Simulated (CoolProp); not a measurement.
Vapour-liquid equilibrium of dimethyl ether (1) + R134a (2) at 204.5 K; x and y are mole fractions of (1).

Model: multi-fluid Helmholtz-energy mixture model, Wu 2011 and Tillner-Roth 1994; pair parameters Bell 2016, in CoolProp.

```tsv
x	bubble pressure (MPa)	y at the bubble point	dew pressure at overall composition x (MPa)	liquid density (mol/L)
0.05	0.008684	0.038	0.008648	14.80
0.15	0.008464	0.121	0.008399	15.04
0.25	0.008273	0.216	0.008220	15.28
0.35	0.008130	[?]	0.008105	15.53
0.45	0.008052	[?]	0.008049	15.78
0.55	0.008058	0.563	0.008053	16.03
0.65	0.008161	0.684	0.008121	16.29
0.75	[?]	0.796	0.008265	16.55
0.85	0.008664	0.893	0.008514	16.81
0.95	[?]	0.969	0.008925	17.08
```

Problem. Complete the blanks.

Solution. 
- 0.35, y at the bubble point: 0.323
- 0.45, y at the bubble point: 0.440
- 0.75, bubble pressure (MPa): 0.008365
- 0.95, bubble pressure (MPa): 0.009035

y crosses x between x = 0.45 and 0.55: the model has an azeotrope there.

Pair parameters are fitted to limited data, so mixtures are less certain than the pure fluids.
